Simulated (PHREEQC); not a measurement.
Solution (25 °C): 0.29 mol K2CO3, 0.00012 mol Al(NO3)3 and 6.7e-06 mol CO2 per kg of water. Closed to the air; pH follows from the charge balance.

The numbers come from PHREEQC with the ion-association model, wateq4f.dat.

Q: The ionic strength comes out as 0.864 mol/kgw. What activity coefficients do HCO3-, NO3-, K+, CO3-2, OH- get?

A: HCO3- 0.66, NO3- 0.57, K+ 0.61, CO3-2 0.19, OH- 0.59.

Precipitation was switched off in this run. Caution: at this ionic strength the ion-association model is outside its range; a Pitzer model would be the better tool where its parameters exist.
